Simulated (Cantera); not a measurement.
## Moist CO burnout

A perfectly stirred reactor is fed with 0.248 % CO, 4.48 % O2, 0.0210 % H2O, 95.3 % N2, equivalence ratio 0.028, at 650000 Pa; it is held at 1050 K, and followed from long to short residence time.

Model: GRI-Mech 3.0 (53 species, 325 reactions), integrated in Cantera.

| τ (s) | x CO | x O2 | x H2O | x NO | x H2O2 | x H | x CO2 |
|---|---|---|---|---|---|---|---|
| 18 | 0.000859 | 0.0440 | 0.000210 | 2.03e-9 | 4.15e-9 | 4.75e-11 | 0.00162 |
| 3.4 | 0.00177 | 0.0444 | 0.000209 | 2.56e-10 | 6.53e-9 | 9.64e-11 | 0.000706 |
| 0.64 | 0.00231 | 0.0447 | 0.000209 | 1.36e-11 | 6.44e-9 | 1.14e-10 | 0.000165 |
| 0.12 | 0.00246 | 0.0448 | 0.000209 | <1e-12 | 2.27e-9 | 6.55e-11 | 1.89e-5 |
| 0.023 | 0.00248 | 0.0448 | 0.000210 | <1e-12 | 1.42e-11 | 4.95e-12 | 3.74e-7 |
| 0.0043 | 0.00248 | 0.0448 | 0.000210 | <1e-12 | <1e-12 | <1e-12 | 2.44e-8 |
| 0.00082 | 0.00248 | 0.0448 | 0.000210 | <1e-12 | <1e-12 | <1e-12 | 2.86e-9 |
| 0.00016 | 0.00248 | 0.0448 | 0.000210 | <1e-12 | <1e-12 | <1e-12 | 4.19e-10 |
x: mole fraction; the columns are a selection and need not sum to one.
